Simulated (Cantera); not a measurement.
Input (Python, Cantera) and output of one run.

```python
import numpy as np
import cantera as ct

gas_names = """
    F FO FO2 F2 F2O H HF HOF HO2 H2 H2F2 H2O H2O2 H3F3 H4F4 H5F5 H6F6 H7F7 Mg MgF MgF2 MgH MgO MgOH
    MgO2H2 Mg2 Mg2F4 O OH O2 O3
""".split()
cond_names = """
    H2O(s) H2O(L) Mg(cr) Mg(L) MgF2(s) MgF2(L) MgO(s) MgO(L) MgO2H2(s)
""".split()


# ... load() reads the species with a 1 bar reference pressure and builds the phases ...
atoms = {
    'MgO': {'Mg': 1, 'O': 1},
    'F2': {'F': 2},
    'H2': {'H': 2},
}
top_T = {}  # K; cautious upper limits of use, not melting points


# ... equilibrate(T, P, feed) seeds the gas with the atoms and calls Mixture.equilibrate('TP', solver="vcs", rtol=1e-11, max_steps=5000) ...
results = []
feed = {'MgO': 1, 'F2': 2.4, 'H2': 0.28}  # mol
P = 1600  # Pa
for T in [700, 775, 850, 925, 1000, 1075, 1150, 1225, 1300, 1375, 1450, 1525]:
    mix = equilibrate(T, P, feed)
    results.append((T, P, feed, dict(zip(mix.species_names, mix.species_moles))))
    x = sorted(zip(gas.X, gas.species_names), reverse=True)
    print(f"T = {T:g} K  P = {P:g} Pa  gas = {mix.phase_moles(0):.4g} mol")
    print("   x: " + "  ".join(f"{s} {v:.3e}" for v, s in x if v > 0.0001))
    print("   condensed (mol): " + ("  ".join(f"{mix.phase(i).name} {mix.phase_moles(i):.4g}"
          for i in range(1, mix.n_phases) if mix.phase_moles(i) > 1e-12) or "none"))
```

It prints:

```
T = 700 K  P = 1600 Pa  gas = 2.189 mol
   x: F2 5.076e-01  HF 2.558e-01  O2 2.284e-01  F 8.113e-03
   condensed (mol): MgF2(s) 1
T = 775 K  P = 1600 Pa  gas = 2.214 mol
   x: F2 4.903e-01  HF 2.529e-01  O2 2.258e-01  F 3.096e-02
   condensed (mol): MgF2(s) 1
T = 850 K  P = 1600 Pa  gas = 2.283 mol
   x: F2 4.453e-01  HF 2.453e-01  O2 2.190e-01  F 9.048e-02
   condensed (mol): MgF2(s) 1
T = 925 K  P = 1600 Pa  gas = 2.432 mol
   x: F2 3.566e-01  HF 2.302e-01  F 2.076e-01  O2 2.055e-01
   condensed (mol): MgF2(s) 1
T = 1000 K  P = 1600 Pa  gas = 2.68 mol
   x: F 3.731e-01  F2 2.314e-01  HF 2.090e-01  O2 1.866e-01
   condensed (mol): MgF2(s) 1
T = 1075 K  P = 1600 Pa  gas = 2.959 mol
   x: F 5.264e-01  HF 1.893e-01  O2 1.690e-01  F2 1.153e-01
   condensed (mol): MgF2(s) 1
T = 1150 K  P = 1600 Pa  gas = 3.151 mol
   x: F 6.163e-01  HF 1.777e-01  O2 1.587e-01  F2 4.729e-02
   condensed (mol): MgF2(s) 1
T = 1225 K  P = 1600 Pa  gas = 3.24 mol
   x: F 6.544e-01  HF 1.728e-01  O2 1.543e-01  F2 1.845e-02
   condensed (mol): MgF2(s) 1
T = 1300 K  P = 1600 Pa  gas = 3.275 mol
   x: F 6.688e-01  HF 1.710e-01  O2 1.526e-01  F2 7.521e-03
   condensed (mol): MgF2(s) 0.9999
T = 1375 K  P = 1600 Pa  gas = 3.29 mol
   x: F 6.743e-01  HF 1.702e-01  O2 1.520e-01  F2 3.301e-03  MgF2 2.288e-04
   condensed (mol): MgF2(s) 0.9992
T = 1450 K  P = 1600 Pa  gas = 3.299 mol
   x: F 6.759e-01  HF 1.698e-01  O2 1.516e-01  F2 1.560e-03  MgF2 1.236e-03
   condensed (mol): MgF2(s) 0.9959
T = 1525 K  P = 1600 Pa  gas = 3.316 mol
   x: F 6.739e-01  HF 1.689e-01  O2 1.508e-01  MgF2 5.616e-03  F2 7.849e-04
   condensed (mol): MgF2(s) 0.9814
```

Method: chemical equilibrium by Gibbs-energy minimisation in Cantera with the NASA 1993 tables (ideal gas, pure condensed phases).
